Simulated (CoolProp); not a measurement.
Saturation properties of R1336mzz(E) (Tc = 403.5 K, pc = 2779 kPa, ω = 0.413).

The numbers come from the reference Helmholtz-energy equation of state, Akasaka 2023 in CoolProp.

| T (K) | p (kPa) | liquid density (kg/m³) | vapour density (kg/m³) | enthalpy of vaporisation (kJ/kg) | liquid cp (kJ/(kg K)) |
|---|---|---|---|---|---|
| 282.7 | 108.4 | 1371 | 7.977 | 152.6 | 1.224 |
| 289.2 | 139.6 | 1352 | 10.15 | 149.3 | 1.232 |
| 295.6 | 176.7 | 1333 | 12.72 | 145.9 | 1.240 |
| 302.1 | 221.8 | 1313 | 15.85 | 142.3 | 1.249 |
| 308.5 | 274.3 | 1293 | 19.50 | 138.6 | 1.259 |
| 315 | 337.0 | 1271 | 23.88 | 134.8 | 1.271 |
| 321.5 | 410.0 | 1249 | 29.03 | 130.7 | 1.284 |
| 327.9 | 493.1 | 1226 | 34.99 | 126.6 | 1.299 |
| 334.4 | 589.9 | 1201 | 42.08 | 122.1 | 1.317 |

It boils at 281.0 K under 1 atm.
